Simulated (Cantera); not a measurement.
Mixture: CH4 : C2H6 : C3H8 : O2 : N2 = 1 : 0.048 : 0.049 : 3.55 : 13.3 (molar parts), equivalence ratio 0.68, at 500000 Pa, adiabatic and at constant pressure. Ignition delay is the time to a rise of 400 K.

Computed with Cantera and GRI-Mech 3.0 (53 species, 325 reactions).

What does this change do: pressure from 500000 Pa to 260000 Pa?


```
quantity                                                before       after
--------------------------------------------------  ----------  ----------
delay at 1073 K                                        15.7 ms     28.4 ms
delay at 1173 K                                        3.86 ms     6.56 ms
delay at 1273 K                                        1.02 ms     1.60 ms
delay at 1373 K                                       0.297 ms    0.444 ms
delay at 1473 K                                       0.101 ms    0.148 ms
delay at 1573 K                                        40.4 µs     60.3 µs
delay at 1673 K                                        19.1 µs     29.3 µs
apparent activation energy between 1473 and 1673 K  170 kJ/mol  170 kJ/mol
```
